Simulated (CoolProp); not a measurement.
Values from CoolProp's reference Helmholtz-energy equation of state, Platzer 1990. This equation is an older, rougher fit; its heat capacities, sound speeds and derivatives of the liquid may be far off and weren't checked against measurements.

Question: Give the vapour pressure (bar), liquid density (kg/m³), vapour density (kg/m³) of saturated CF4 (R14) at -129.35, -124.55, -110.35 °C.

Answer: 
```csv
T (°C),p (bar),liquid density (kg/m³),vapour density (kg/m³)
-129.35,0.923,1610,7.03
-124.55,1.29,1580,9.57
-110.35,3.03,1500,21.4
```
